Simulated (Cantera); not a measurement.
Input (Python, Cantera) and output of one run.

```python
import numpy as np
import cantera as ct

gas_names = [...]  # 87 gases of nasa_gas.yaml made of C, H, Si
cond_names = """
    C(gr) C6H6(L) C7H8(L) C8H18(L),n-octa Si(cr) Si(L) SiC(b)
""".split()


# ... load() reads the species with a 1 bar reference pressure and builds the phases ...
atoms = {
    'Si(CH3)4': {'Si': 1, 'C': 4, 'H': 12},
    'C3H8': {'C': 3, 'H': 8},
    'H2': {'H': 2},
    'C2H4': {'C': 2, 'H': 4},
}
top_T = {'C(gr)': 4500, 'SiC(b)': 3050}  # K; cautious upper limits of use, not melting points


# ... equilibrate(T, P, feed) seeds the gas with the atoms and calls Mixture.equilibrate('TP', solver="vcs", rtol=1e-11, max_steps=5000) ...
results = []
feed = {'Si(CH3)4': 1, 'C3H8': 0.05, 'H2': 63, 'C2H4': 0.036}  # mol
P = 94000  # Pa
for T in [1200, 1350, 1500, 1650, 1800, 1950, 2100]:
    mix = equilibrate(T, P, feed)
    results.append((T, P, feed, dict(zip(mix.species_names, mix.species_moles))))
    x = sorted(zip(gas.X, gas.species_names), reverse=True)
    print(f"T = {T:g} K  P = {P:g} Pa  gas = {mix.phase_moles(0):.4g} mol")
    print("   x: " + "  ".join(f"{s} {v:.3e}" for v, s in x if v > 1e-06))
    print("   condensed (mol): " + ("  ".join(f"{mix.phase(i).name} {mix.phase_moles(i):.4g}"
          for i in range(1, mix.n_phases) if mix.phase_moles(i) > 1e-12) or "none"))
```

Output:

```
T = 1200 K  P = 94000 Pa  gas = 68.29 mol
   x: H2 9.856e-01  CH4 1.442e-02  C2H4 1.143e-06
   condensed (mol): C(gr) 2.237  SiC(b) 1
T = 1350 K  P = 94000 Pa  gas = 68.9 mol
   x: H2 9.946e-01  CH4 5.361e-03  H 2.451e-06  C2H4 1.742e-06  C2H2,acetylene 1.232e-06
   condensed (mol): C(gr) 2.852  SiC(b) 1
T = 1500 K  P = 94000 Pa  gas = 69.11 mol
   x: H2 9.976e-01  CH4 2.404e-03  H 1.813e-05  C2H2,acetylene 9.002e-06  C2H4 2.404e-06
   condensed (mol): C(gr) 3.054  SiC(b) 1
T = 1650 K  P = 94000 Pa  gas = 69.19 mol
   x: H2 9.986e-01  CH4 1.246e-03  H 9.363e-05  C2H2,acetylene 4.555e-05  C2H4 3.112e-06  CH3 2.378e-06
   condensed (mol): C(gr) 3.129  SiC(b) 1
T = 1800 K  P = 94000 Pa  gas = 69.23 mol
   x: H2 9.987e-01  CH4 7.214e-04  H 3.691e-04  C2H2,acetylene 1.752e-04  CH3 5.393e-06  C2H4 3.847e-06
   condensed (mol): C(gr) 3.147  SiC(b) 0.9999
T = 1950 K  P = 94000 Pa  gas = 69.28 mol
   x: H2 9.978e-01  H 1.181e-03  C2H2,acetylene 5.453e-04  CH4 4.553e-04  CH3 1.074e-05  C2H4 4.590e-06  SiH2 3.589e-06  Si 1.149e-06
   condensed (mol): C(gr) 3.114  SiC(b) 0.9996
T = 2100 K  P = 94000 Pa  gas = 69.36 mol
   x: H2 9.950e-01  H 3.206e-03  C2H2,acetylene 1.437e-03  CH4 3.070e-04  CH3 1.928e-05  SiH2 1.415e-05  Si 1.106e-05  SiH 5.805e-06  C2H4 5.319e-06
   condensed (mol): C(gr) 3.001  SiC(b) 0.9977
```

These are equilibrium values from Cantera (NASA tables, ideal gas, pure condensed phases), not measurements of a reactor. Gases not in the tables: Si2H6 and higher silanes.
